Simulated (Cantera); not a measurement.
A closed system holds: 1 mol SiCl4, 0.032 mol Cl2, 16 mol N2, held at 13.3 mbar.

Equilibrium computed with Cantera from the NASA thermochemical tables; the gas is ideal and each condensed phase is pure. Candidate condensed phases: Si, Si3N4; 13 gas species. The tables' values for SiCl3 are old estimates; treat these amounts as uncertain. Rates play no part.

x: gas mole fraction; nothing condenses.

```
T (K)   x N2  x SiCl4      x Cl   x SiCl3     x Cl2
-----  -----  -------  --------  --------  --------
873    0.939   0.0587   1.66e-5  7.03e-11   0.00187
923    0.939   0.0587   4.17e-5  5.28e-10   0.00186
973    0.939   0.0587   9.51e-5   3.23e-9   0.00183
1023   0.939   0.0587  0.000199   1.66e-8   0.00178
1073   0.939   0.0587         …   7.45e-8   0.00169
1123   0.939   0.0587  0.000681   2.98e-7   0.00154
1173   0.939   0.0587   0.00111   1.09e-6   0.00132
1223   0.939   0.0587         …   3.78e-6         …
1273   0.938   0.0586   0.00229   1.26e-5  0.000740
1323   0.938   0.0586   0.00285   4.11e-5  0.000471
1373   0.938   0.0585   0.00333  0.000129  0.000279
1423   0.937   0.0582   0.00381  0.000375  0.000169
1473   0.937   0.0575   0.00457  0.000952  0.000118
1523   0.935   0.0562   0.00600   0.00203  0.000104
```

Question: What belongs in the gaps?

Answer: 
- 1073, x Cl: 0.000383
- 1223, x Cl: 0.00167
- 1223, x Cl2: 0.00104
